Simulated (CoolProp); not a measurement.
Ammonia along the isobar 99.2 bar: fugacity coefficient from the reference equation and from simpler models built on Tc = 132.4 °C, pc = 113.6 bar, ω = 0.256; each cubic takes its own stable root.

Model: reference Helmholtz-energy equation of state, Gao 2020, in CoolProp.

```
T (°C)   phase  reference  Soave-Redlich-Kwong  Peng-Robinson
------  ------  ---------  -------------------  -------------
52.15   liquid     0.1990                    ?         0.2067
56.55   liquid     0.2192               0.2353         0.2277
60.85   liquid          ?               0.2579              ?
65.15   liquid     0.2622               0.2816         0.2723
69.45   liquid     0.2854               0.3065         0.2963
73.75   liquid     0.3097               0.3325         0.3213
78.05   liquid          ?               0.3595         0.3473
82.35   liquid     0.3615               0.3875         0.3744
86.65   liquid     0.3889                    ?         0.4023
90.95   liquid     0.4172               0.4461         0.4310
95.25   liquid     0.4464                    ?         0.4604
99.65   liquid     0.4772                    ?         0.4911
103.95  liquid     0.5079                    ?         0.5216
```

### Question
What belongs in the gaps?

### Answer

- 52.15, Soave-Redlich-Kwong: 0.2135
- 60.85, reference: 0.2402
- 60.85, Peng-Robinson: 0.2494
- 78.05, reference: 0.3351
- 86.65, Soave-Redlich-Kwong: 0.4164
- 95.25, Soave-Redlich-Kwong: 0.4765
- 99.65, Soave-Redlich-Kwong: 0.5083
- 103.95, Soave-Redlich-Kwong: 0.5397
